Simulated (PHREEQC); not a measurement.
Solution (70 °C): 0.031 mol/kgw CuCl2, 0.038 mol/kgw HNO3 and 0.0072 mol/kgw NaCl. Closed to the air; pH follows from the charge balance.

All values are PHREEQC results (ion-association model, wateq4f.dat), not measurements.

Precipitation was switched off in this run.

Estimate the pH, ionic strength.

pH 1.51; ionic strength 0.120 mol/kgw.

In which forms is Cu present?

Cu+2 72 %, CuCl+ 27 %, CuCl2 0.7 % of the Cu.

Complexes and solids missing from the database can't appear. At this temperature some constants are extrapolated from 25 °C, and those without enthalpy data are left unchanged.
